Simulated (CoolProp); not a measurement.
n-decane along the isotherm 255.25 °C: density (kg/m³) from the reference equation and from simpler models built on Tc = 344.5 °C, pc = 2.101 MPa, ω = 0.488; each cubic takes its own stable root.

Values from CoolProp's reference Helmholtz-energy equation of state, Lemmon 2006. It is a short technical equation, of lower accuracy than the large ones.

```
p (MPa)   phase  reference
-------  ------  ---------
0.00332     gas     0.1076
0.00501     gas     0.1625
0.00756     gas     0.2454
0.0114      gas     0.3705
0.0172      gas     0.5600
0.026       gas     0.8489
0.0392      gas      1.285
0.0591      gas      1.950
0.0891      gas      2.969
0.134       gas      4.535
0.203       gas      7.044
0.306       gas      11.06
0.462       gas      17.98
0.696    liquid      518.6
1.05     liquid      520.9
```

Task: How far does each simpler model (van der Waals, Redlich-Kwong, Soave-Redlich-Kwong, Peng-Robinson) lie from the reference over these 15 states: mean and median of the absolute difference, and the worst?

Result: 
- van der Waals: mean 13.6 %, median 0.6 %, worst -94.8 % at 255.25 °C and 0.696 MPa
- Redlich-Kwong: mean 8.7 %, median 0.4 %, worst -94.5 % at 255.25 °C and 0.696 MPa
- Soave-Redlich-Kwong: mean 2.8 %, median 0.2 %, worst -18.3 % at 255.25 °C and 0.696 MPa
- Peng-Robinson: mean 1.1 %, median 0.1 %, worst -7.3 % at 255.25 °C and 0.696 MPa

At some of these states van der Waals, Redlich-Kwong gives the other phase, because its saturation line lies elsewhere.
